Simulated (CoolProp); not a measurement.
Vapour-liquid equilibrium of propane (1) + n-perfluorobutane (2) at 9.12 bar; x and y are mole fractions of (1).

Computed with CoolProp (multi-fluid Helmholtz-energy mixture model, Lemmon 2009 and Gao 2022; pair parameters Bell 2016).

```json
[
 {"x": "0.05", "bubble temperature (K)": "334.9", "y at the bubble point": "0.175", "dew temperature at overall composition x (K)": "340.6", "liquid density (mol/L)": "[?]"},
 {"x": "0.15", "bubble temperature (K)": "321.6", "y at the bubble point": "0.432", "dew temperature at overall composition x (K)": "336.0", "liquid density (mol/L)": "6.177"},
 {"x": "0.25", "bubble temperature (K)": "312.5", "y at the bubble point": "0.582", "dew temperature at overall composition x (K)": "331.2", "liquid density (mol/L)": "6.618"},
 {"x": "0.35", "bubble temperature (K)": "[?]", "y at the bubble point": "0.667", "dew temperature at overall composition x (K)": "326.1", "liquid density (mol/L)": "7.034"},
 {"x": "0.45", "bubble temperature (K)": "303.3", "y at the bubble point": "0.721", "dew temperature at overall composition x (K)": "320.6", "liquid density (mol/L)": "7.459"},
 {"x": "0.55", "bubble temperature (K)": "[?]", "y at the bubble point": "0.761", "dew temperature at overall composition x (K)": "314.5", "liquid density (mol/L)": "7.925"},
 {"x": "0.65", "bubble temperature (K)": "299.2", "y at the bubble point": "[?]", "dew temperature at overall composition x (K)": "308.0", "liquid density (mol/L)": "8.460"},
 {"x": "0.75", "bubble temperature (K)": "297.8", "y at the bubble point": "0.833", "dew temperature at overall composition x (K)": "301.5", "liquid density (mol/L)": "[?]"},
 {"x": "0.85", "bubble temperature (K)": "296.8", "y at the bubble point": "0.881", "dew temperature at overall composition x (K)": "297.4", "liquid density (mol/L)": "9.842"},
 {"x": "0.95", "bubble temperature (K)": "296.3", "y at the bubble point": "0.950", "dew temperature at overall composition x (K)": "296.3", "liquid density (mol/L)": "10.73"}
]
```

Question: What belongs in the gaps?

Answer: 
- 0.05, liquid density (mol/L): 5.683
- 0.35, bubble temperature (K): 306.8
- 0.55, bubble temperature (K): 300.9
- 0.65, y at the bubble point: 0.796
- 0.75, liquid density (mol/L): 9.091

No azeotrope shows between x = 0.05 and 0.95.

The pair parameters rest on a limited set of measurements; away from them the model extrapolates.
